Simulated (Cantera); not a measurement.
Charge: 1 mol CH₃OH, 3.7 mol H₂, 0.38 mol H₂O, at 1.33 mbar.

Method: chemical equilibrium by Gibbs-energy minimisation in Cantera with the NASA 1993 tables (ideal gas, pure condensed phases). Candidate condensed phases: C, C₆H₆, C₇H₈, C₈H₁₈, H₂O; 131 gas species. Ions and electrons are included (thermal ionisation). Kinetics and transport are ignored.

x: gas mole fraction; nothing condenses.

| T (°C) | x H | x H₂ | x CO | x O | x C | x H₂O |
|---|---|---|---|---|---|---|
| 2227 | 0.441 | 0.410 | 0.108 | 0.00456 | 6.18e-12 | 0.0289 |
| 2477 | 0.730 | 0.152 | 0.0859 | 0.0201 | 1.34e-10 | 0.00512 |
| 2727 | 0.855 | ? | 0.0769 | 0.0267 | ? | ? |
| 2977 | 0.887 | ? | 0.0746 | 0.0278 | ? | ? |
| 3227 | 0.895 | 0.00306 | 0.0741 | 0.0280 | 2.41e-6 | 1.22e-6 |
| 3477 | 0.897 | 0.00107 | 0.0739 | 0.0281 | 2.98e-5 | 1.33e-7 |
| 3727 | 0.897 | 0.000423 | 0.0736 | 0.0283 | 0.000267 | 1.91e-8 |
| 3977 | 0.896 | 0.000186 | 0.0720 | 0.0298 | 0.00175 | 3.59e-9 |
| 4227 | 0.891 | 8.85e-5 | 0.0657 | 0.0355 | 0.00758 | 9.13e-10 |
| 4477 | 0.879 | 4.49e-5 | 0.0515 | 0.0483 | 0.0207 | 3.07e-10 |
| 4727 | 0.863 | 2.40e-5 | 0.0322 | 0.0658 | 0.0385 | 1.17e-10 |

Q: Fill in the missing entries.

A: 
- 2727, x H₂: 0.0391
- 2727, x C: 4.87e-9
- 2727, x H₂O: 0.000275
- 2977, x H₂: 0.0102
- 2977, x C: 1.34e-7
- 2977, x H₂O: 1.55e-5
